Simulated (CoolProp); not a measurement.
Chloromethane (R40) along the isobar 2.63 MPa: density (kg/m³) from the reference equation and from simpler models built on Tc = 145.5 °C, pc = 6.929 MPa, ω = 0.150; each cubic takes its own stable root.

Values from CoolProp's reference Helmholtz-energy equation of state, Thol 2014.

| T (°C) | phase | reference | van der Waals | Redlich-Kwong |
|---|---|---|---|---|
| 113.05 | gas | 52.54 | 49.14 | 50.95 |
| 120.65 | gas | (withheld) | 47.70 | 49.20 |
| 128.25 | gas | 48.59 | 46.36 | 47.61 |
| 135.85 | gas | 46.93 | 45.11 | 46.16 |
| 143.45 | gas | 45.43 | 43.94 | 44.82 |
| 150.95 | gas | 44.08 | 42.85 | 43.59 |
| 158.55 | gas | 42.82 | 41.82 | 42.44 |
| 166.15 | gas | 41.66 | 40.84 | (withheld) |
| 173.75 | gas | 40.58 | 39.91 | 40.35 |
| 181.35 | gas | 39.58 | 39.04 | (withheld) |
| 188.95 | gas | 38.63 | 38.20 | 38.50 |
| 196.55 | gas | 37.74 | 37.41 | 37.65 |
| 204.05 | gas | 36.92 | 36.66 | 36.86 |
| 211.65 | gas | (withheld) | (withheld) | 36.09 |
| 219.25 | gas | 35.38 | 35.25 | 35.37 |
| 226.85 | gas | 34.67 | 34.59 | 34.68 |

Complete the blanks.


- 120.65, reference: 50.44
- 166.15, Redlich-Kwong: 41.36
- 181.35, Redlich-Kwong: 39.40
- 211.65, reference: 36.13
- 211.65, van der Waals: 35.94
